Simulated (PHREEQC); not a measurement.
Dissolve 0.45 mol/kgw ZnSO4, 0.00039 mol/kgw CuCl2 and 0.00035 mol/kgw H2SO4 at 20 °C. Closed to the air; pH follows from the charge balance.

The numbers come from PHREEQC with the ion-association model, phreeqc.dat.

| quantity | before | after |
|---|---|---|
| pH | 3.72 | 4.05 |
| ionic strength (mol/kgw) | 0.854 | 0.886 |
| SO4-2 (mol/kgw) | 0.124 | 0.221 |
| Cl- (mol/kgw) | 0.000720 | 0.000741 |
| HSO4- (mol/kgw) | 0.000446 | 0.000369 |
| Cu+2 (mol/kgw) | 0.000226 | 0.000173 |

**Question.** Name the change that produced these shifts.
A. diluted 100-fold with water
B. H2SO4 from 0.00035 to 0.0007 mol/kgw
C. ZnSO4 replaced by FeSO4 at the same molality
D. temperature from 20 to 70 °C
E. H2SO4 from 0.00035 to 7e-05 mol/kgw

**Answer.** C, ZnSO4 replaced by FeSO4 at the same molality

Precipitation was switched off in this run. The ionic strength passes 0.7 mol/kgw, the rough limit of the ion-association models, in every such run.
